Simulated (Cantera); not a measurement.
Cantera run:

```python
import numpy as np
import cantera as ct

gas_names = """
    AL ALCL ALCL2 ALCL3 ALH ALN AL2 AL2CL6 CL CL2 H HCL H2 N NH NH2 NH3 N2 N2H2 N2H4
""".split()
cond_names = """
    AL(cr) AL(L) ALCL3(s) ALCL3(L) ALN(s) NH4CL(a) NH4CL(b)
""".split()


# ... load() reads the species with a 1 bar reference pressure and builds the phases ...
atoms = {
    'Al': {'AL': 1},
    'Cl2': {'CL': 2},
    'N2': {'N': 2},
    'HCl': {'H': 1, 'CL': 1},
}
top_T = {'ALN(s)': 2750}  # K; cautious upper limits of use, not melting points


# ... equilibrate(T, P, feed) seeds the gas with the atoms and calls Mixture.equilibrate('TP', solver="vcs", rtol=1e-11, max_steps=5000) ...
results = []
feed = {'Al': 1, 'Cl2': 1.7, 'N2': 3.9, 'HCl': 0.032}  # mol
P = 110000  # Pa
for T in [700, 775, 850, 925, 1000, 1075, 1150, 1225, 1300, 1375, 1450, 1525, 1600]:
    mix = equilibrate(T, P, feed)
    results.append((T, P, feed, dict(zip(mix.species_names, mix.species_moles))))
    x = sorted(zip(gas.X, gas.species_names), reverse=True)
    print(f"T = {T:g} K  P = {P:g} Pa  gas = {mix.phase_moles(0):.4g} mol")
    print("   x: " + "  ".join(f"{s} {v:.3e}" for v, s in x if v > 1e-06))
    print("   condensed (mol): " + ("  ".join(f"{mix.phase(i).name} {mix.phase_moles(i):.4g}"
          for i in range(1, mix.n_phases) if mix.phase_moles(i) > 1e-12) or "none"))
```

Output:

```
T = 700 K  P = 110000 Pa  gas = 4.732 mol
   x: N2 8.242e-01  AL2CL6 8.459e-02  CL2 4.227e-02  ALCL3 4.216e-02  HCL 6.763e-03
   condensed (mol): none
T = 775 K  P = 110000 Pa  gas = 4.858 mol
   x: N2 8.028e-01  ALCL3 9.297e-02  AL2CL6 5.644e-02  CL2 4.117e-02  HCL 6.587e-03
   condensed (mol): none
T = 850 K  P = 110000 Pa  gas = 4.995 mol
   x: N2 7.807e-01  ALCL3 1.454e-01  CL2 4.004e-02  AL2CL6 2.737e-02  HCL 6.406e-03  CL 5.327e-06
   condensed (mol): none
T = 925 K  P = 110000 Pa  gas = 5.079 mol
   x: N2 7.679e-01  ALCL3 1.760e-01  CL2 3.937e-02  AL2CL6 1.047e-02  HCL 6.301e-03  CL 2.189e-05
   condensed (mol): none
T = 1000 K  P = 110000 Pa  gas = 5.112 mol
   x: N2 7.628e-01  ALCL3 1.879e-01  CL2 3.908e-02  HCL 6.259e-03  AL2CL6 3.862e-03  CL 7.322e-05
   condensed (mol): none
T = 1075 K  P = 110000 Pa  gas = 5.125 mol
   x: N2 7.610e-01  ALCL3 1.920e-01  CL2 3.892e-02  HCL 6.244e-03  AL2CL6 1.544e-03  CL 2.076e-04
   condensed (mol): none
T = 1150 K  P = 110000 Pa  gas = 5.13 mol
   x: N2 7.603e-01  ALCL3 1.936e-01  CL2 3.873e-02  HCL 6.238e-03  AL2CL6 6.868e-04  CL 5.145e-04
   condensed (mol): none
T = 1225 K  P = 110000 Pa  gas = 5.133 mol
   x: N2 7.598e-01  ALCL3 1.941e-01  CL2 3.839e-02  HCL 6.234e-03  CL 1.140e-03  AL2CL6 3.373e-04
   condensed (mol): none
T = 1300 K  P = 110000 Pa  gas = 5.137 mol
   x: N2 7.592e-01  ALCL3 1.943e-01  CL2 3.778e-02  HCL 6.229e-03  CL 2.299e-03  AL2CL6 1.805e-04
   condensed (mol): none
T = 1375 K  P = 110000 Pa  gas = 5.142 mol
   x: N2 7.584e-01  ALCL3 1.943e-01  CL2 3.676e-02  HCL 6.223e-03  CL 4.271e-03  AL2CL6 1.038e-04
   condensed (mol): none
T = 1450 K  P = 110000 Pa  gas = 5.151 mol
   x: N2 7.572e-01  ALCL3 1.940e-01  CL2 3.514e-02  CL 7.373e-03  HCL 6.213e-03  AL2CL6 6.346e-05
   condensed (mol): none
T = 1525 K  P = 110000 Pa  gas = 5.163 mol
   x: N2 7.554e-01  ALCL3 1.936e-01  CL2 3.279e-02  CL 1.190e-02  HCL 6.199e-03  AL2CL6 4.085e-05
   condensed (mol): none
T = 1600 K  P = 110000 Pa  gas = 5.179 mol
   x: N2 7.531e-01  ALCL3 1.930e-01  CL2 2.961e-02  CL 1.803e-02  HCL 6.179e-03  AL2CL6 2.747e-05  ALCL2 2.487e-06
   condensed (mol): none
```

These are equilibrium values from Cantera (NASA tables, ideal gas, pure condensed phases), not measurements of a reactor.
